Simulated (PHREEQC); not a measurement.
A made-up water analysis in mmol/kgw, 25 °C, pH 4.08, pe 9.1:

```
constituent  mmol/kgw
-----------  --------
Na               34.6
K                7.31
Ca               2.45
Mg               21.5
Cl               35.1
S(6)             31.5
Al               4.54
```

Valence states are taken as typed.

Computed with PHREEQC (ion-association model, phreeqc.dat).

This is a speciation only: nothing precipitates in the calculation.

Problem. Estimate the ionic strength.

Solution. ionic strength 0.109 mol/kgw.

Problem. In which forms is Na present?

Solution. Na+ 97 %, NaSO4- 3.0 % of the Na.

Examples of supersaturated solids here: Gibbsite (slow to form). Others may be too.
